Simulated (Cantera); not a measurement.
Gas mixture: N2O = 0.65 (molar parts), at 990 Pa, frozen composition.

Cantera's kinetic-theory transport with the Lennard-Jones parameters of GRI-Mech 3.0, ideal gas; thermal conductivity in the multicomponent form. The composition is frozen, though it would react at the higher temperatures.

One state of this run: ρ (kg/m³) = 0.00476; cp (J/kg/K) = 1275; μ (µPa s) = 42.8; λ (mW/m/K) = 73.9; Pr = 0.739; D (cm²/s) CO2 = 120; D (cm²/s) H2O = 198; D (cm²/s) NO = 151. D: mixture-averaged diffusion coefficient of that species in the mixture.

Problem. Which value of T (K) does it belong to?
A. 800
B. 400
C. 1100
D. 1000

Solution. C, 1100
